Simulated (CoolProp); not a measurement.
Properties of octamethylcyclotetrasiloxane (D4) along the isotherm 620 K.

Model: reference Helmholtz-energy equation of state, Thol 2015, in CoolProp.

```csv
p (MPa),phase,Z,cp (kJ/(kg K)),fugacity coefficient
0.00213,gas,0.9996,2.039,0.9996
0.00485,gas,0.9990,2.039,0.9990
0.011,gas,0.9977,2.039,0.9977
0.0251,gas,0.9947,2.040,0.9947
0.0571,gas,0.9879,2.042,0.9880
0.13,gas,0.9721,2.046,0.9728
0.296,gas,0.9351,2.058,0.9384
0.674,gas,0.8438,2.097,0.8618
```
